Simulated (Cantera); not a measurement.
A perfectly stirred reactor is fed with N2O : H2 : N2 = 1 : 0.0042 : 1.1 (molar parts), at 150 Torr; it is held at 1275 K, and followed from long to short residence time.

Computed with Cantera and GRI-Mech 3.0 (53 species, 325 reactions). GRI-Mech 3.0 was tuned for natural gas; its chemistry of N2O as a main component is partial and can be far from experiment. The mechanism lacks the step 2 NO + O2 → 2 NO2, which can matter for NO2 below about 1400 K. The temperature is held fixed by assumption; the heat of reaction is taken as removed at once.

Question: What does this change do: N2O 1 to 3 parts?

Answer: 
```csv
quantity,before,after
x(N2O) at τ = 4.00 s,0.149,0.216
x(H2) at τ = 4.00 s,7.38e-6,4.75e-6
x(NO) at τ = 4.00 s,0.0316,0.0461
x(O) at τ = 4.00 s,4.51e-6,4.55e-6
x(H2O) at τ = 4.00 s,0.00172,0.000822
x(N2O) at τ = 59.0 ms,0.458,0.704
x(H2) at τ = 59.0 ms,0.000281,0.000177
x(NO) at τ = 59.0 ms,0.00156,0.00241
x(O) at τ = 59.0 ms,5.14e-6,5.18e-6
x(H2O) at τ = 59.0 ms,0.00169,0.000829
```

Question: What does this change do: N2 1.1 to 0.3 parts?

Answer: 
```tsv
quantity	before	after
x(N2O) at τ = 4.00 s	0.149	0.222
x(H2) at τ = 4.00 s	7.38e-6	9.29e-6
x(NO) at τ = 4.00 s	0.0316	0.0470
x(O) at τ = 4.00 s	4.51e-6	4.50e-6
x(H2O) at τ = 4.00 s	0.00172	0.00257
x(N2O) at τ = 59.0 ms	0.458	0.736
x(H2) at τ = 59.0 ms	0.000281	0.000393
x(NO) at τ = 59.0 ms	0.00156	0.00250
x(O) at τ = 59.0 ms	5.14e-6	5.17e-6
x(H2O) at τ = 59.0 ms	0.00169	0.00278
```
